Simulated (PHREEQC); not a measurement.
Dissolve 0.00018 mol ZnSO4 and 0.0015 mol MnSO4 per kg of water at 25 °C. Closed to the air; pH follows from the charge balance.

The numbers come from PHREEQC with the ion-association model, phreeqc.dat.

Precipitation was switched off in this run.

Problem. What pH, ionic strength does the model give?

Solution. pH 6.42; ionic strength 0.00588 mol/kgw.

Problem. In which forms is S present?

Solution. SO4-2 87 %, MnSO4 11 %, ZnSO4 1.6 % of the S.
